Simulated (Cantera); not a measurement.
A perfectly stirred reactor is fed with 4.71 % CH4, 94.3 % H2, 1.04 % H, at 0.370 bar; it is held at 2223 K, and followed from long to short residence time.

Cantera simulation using GRI-Mech 3.0 (53 species, 325 reactions); the numbers are that mechanism's predictions, not measurements. GRI-Mech 3.0 stops at C3 and has no aromatics, soot or wall deposition, so with more carbon than oxygen in the feed, carbon stays in small species such as C2H2 where larger ones or solid carbon would form.

Q: Predict: x(CH4) at τ = 3.40 s; x(H2) at τ = 3.40 s; x(H) at τ = 3.40 s; x(C2H2) at τ = 3.40 s; x(CH2) at τ = 3.40 s; x(CH4) at τ = 9.00 ms; x(H2) at τ = 9.00 ms; x(H) at τ = 9.00 ms; x(C2H2) at τ = 9.00 ms; x(CH2) at τ = 9.00 ms.

A: x(CH4) at τ = 3.40 s: 0.000343
x(H2) at τ = 3.40 s: 0.967
x(H) at τ = 3.40 s: 0.0104
x(C2H2) at τ = 3.40 s: 0.0223
x(CH2) at τ = 3.40 s: 1.09e-6
x(CH4) at τ = 9.00 ms: 0.00497
x(H2) at τ = 9.00 ms: 0.965
x(H) at τ = 9.00 ms: 0.00968
x(C2H2) at τ = 9.00 ms: 0.0196
x(CH2) at τ = 9.00 ms: 1.25e-5
